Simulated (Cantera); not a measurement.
# SiH4 + NH3 + H2 (silicon nitride deposition)

Charge: 1 mol SiH4, 0.26 mol NH3, 3.5 mol H2, equilibrated at 0.900 Torr.

These are equilibrium values from Cantera (NASA tables, ideal gas, pure condensed phases), not measurements of a reactor. Candidate condensed phases: Si, Si3N4; 18 gas species. Mutual solubility and eutectic melting of coexisting phases are not modelled. The tables' values for SiN are old estimates; treat these amounts as uncertain. Gases not in the tables: Si2H6 and higher silanes. Equilibrium is a limit: real reactors are often held back by kinetics, nucleation or transport.

From 552 °C to 1152 °C the condensed part is Si(s) + Si3N4(s). From 1252 °C to 1352 °C the condensed part is Si(s). From 1452 °C to 1752 °C the condensed part is Si(l).

| T (°C) | x H2 | x H | x Si | x N2 | n Si(s) | n Si3N4(s) | n Si(l) |
|---|---|---|---|---|---|---|---|
| 552 | 1.00 | 2.29e-10 | <1e-12 | <1e-12 | 0.805 | 0.0650 | 0 |
| 652 | 1.00 | 7.52e-9 | <1e-12 | 3.57e-10 | 0.805 | 0.0650 | 0 |
| 752 | 1.00 | 1.26e-7 | <1e-12 | 4.07e-8 | 0.805 | 0.0650 | 0 |
| 852 | 1.000 | 1.28e-6 | 5.84e-11 | 1.98e-6 | 0.805 | 0.0650 | 0 |
| 952 | 1.000 | 9.00e-6 | 2.88e-9 | 5.08e-5 | 0.805 | 0.0649 | 0 |
| 1052 | 0.999 | 4.72e-5 | 7.86e-8 | 0.000792 | 0.812 | 0.0627 | 0 |
| 1152 | 0.991 | 0.000196 | 1.34e-6 | 0.00834 | 0.879 | 0.0402 | 0 |
| 1252 | 0.978 | 0.000675 | 1.57e-5 | 0.0216 | 1.000 | 0 | 0 |
| 1352 | 0.976 | 0.00201 | 0.000136 | 0.0216 | 0.999 | 0 | 0 |
| 1452 | 0.972 | 0.00529 | 0.000846 | 0.0215 | 0 | 0 | 0.994 |
| 1552 | 0.962 | 0.0125 | 0.00379 | 0.0214 | 0 | 0 | 0.975 |
| 1652 | 0.937 | 0.0267 | 0.0145 | 0.0210 | 0 | 0 | 0.905 |
| 1752 | 0.878 | 0.0520 | 0.0485 | 0.0199 | 0 | 0 | 0.666 |
x: gas mole fraction; n: condensed amount in mol.
